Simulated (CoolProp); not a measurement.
Vapour-liquid equilibrium of ethylbenzene (1) + p-xylene (2) at 423.6 K; x and y are mole fractions of (1).

The numbers come from the multi-fluid Helmholtz-energy mixture model, Zhou 2012 and Zhou 2012; pair parameters Bell 2016 in CoolProp.

```tsv
x	bubble pressure (bar)	y at the bubble point	dew pressure at overall composition x (bar)	liquid density (mol/L)
0.05	1.392	0.054	1.392	6.980
0.15	1.403	0.159	1.402	6.983
0.25	1.412	0.261	1.411	6.987
0.35	1.421	0.362	1.420	6.992
0.45	1.429	0.462	1.428	6.996
0.55	1.436	0.561	1.435	7.001
0.65	1.442	0.660	1.442	7.007
0.75	1.449	0.758	1.448	7.012
0.85	1.455	0.855	1.455	7.018
0.95	1.462	0.952	1.461	7.023
```

No azeotrope shows between x = 0.05 and 0.95.

Pair parameters are fitted to limited data, so mixtures are less certain than the pure fluids.
